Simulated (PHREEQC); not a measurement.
1 kg of water holding 0.24 mol/kgw KCl and 0.37 mol/kgw NaCl is evaporated at 60 °C; the solids stay in contact with the brine. CO2 from the air is kept out. Only these solids could form: Halite, Sylvite.

Computed with PHREEQC (Pitzer model, pitzer.dat).

| water left (kg) | ionic strength | water activity | Halite (mol) | Sylvite (mol) | K in solution (mol/kgw) | Cl in solution (mol/kgw) | Na in solution (mol/kgw) |
|---|---|---|---|---|---|---|---|
| 1 | 0.610 | 0.980 | 0 | 0 | 0.240 | 0.610 | 0.370 |
| 0.8219 | 0.742 | 0.976 | 0 | 0 | 0.292 | 0.742 | 0.450 |
| 0.5552 | 1.10 | 0.964 | 0 | 0 | 0.432 | 1.10 | 0.666 |
| 0.4563 | 1.34 | 0.956 | 0 | 0 | 0.526 | 1.34 | 0.811 |
| 0.375 | 1.63 | 0.946 | 0 | 0 | 0.640 | 1.63 | 0.987 |
| 0.3082 | 1.98 | 0.934 | 0 | 0 | 0.779 | 1.98 | 1.20 |
| 0.2082 | 2.93 | 0.899 | 0 | 0 | 1.15 | 2.93 | 1.78 |
| 0.1711 | 3.56 | 0.876 | 0 | 0 | 1.40 | 3.56 | 2.16 |
| 0.1407 | 4.34 | 0.846 | 0 | 0 | 1.71 | 4.34 | 2.63 |
| 0.09502 | 6.42 | 0.764 | 0 | 0 | 2.53 | 6.42 | 3.89 |
| 0.07809 | 7.81 | 0.708 | 0 | 0 | 3.07 | 7.81 | 4.74 |
| 0.06418 | 8.14 | 0.696 | 0.0602 | 0.0274 | 3.31 | 8.14 | 4.83 |
| 0.05275 | 8.14 | 0.696 | 0.115 | 0.0652 | 3.31 | 8.14 | 4.83 |
| 0.03564 | 8.14 | 0.696 | 0.198 | 0.122 | 3.31 | 8.14 | 4.83 |
| 0.0293 | 8.14 | 0.696 | 0.229 | 0.143 | 3.31 | 8.14 | 4.83 |
| 0.02407 | 8.14 | 0.696 | 0.254 | 0.160 | 3.31 | 8.14 | 4.83 |
| 0.01627 | 8.14 | 0.696 | 0.291 | 0.186 | 3.31 | 8.14 | 4.83 |
| 0.01337 | 8.14 | 0.696 | 0.305 | 0.196 | 3.31 | 8.14 | 4.83 |
| 0.01099 | 8.14 | 0.696 | 0.317 | 0.204 | 3.31 | 8.14 | 4.83 |
| 0.00903 | 8.14 | 0.696 | 0.326 | 0.210 | 3.31 | 8.14 | 4.83 |
| 0.006093 | 8.14 | 0.696 | 0.341 | 0.220 | 3.31 | 8.14 | 4.83 |
| 0.005012 | 8.14 | 0.696 | 0.346 | 0.223 | 3.31 | 8.14 | 4.83 |

Halite from water left = 0.06418 kg; Sylvite from water left = 0.06418 kg.

At this temperature some constants are extrapolated from 25 °C, and those without enthalpy data are left unchanged.
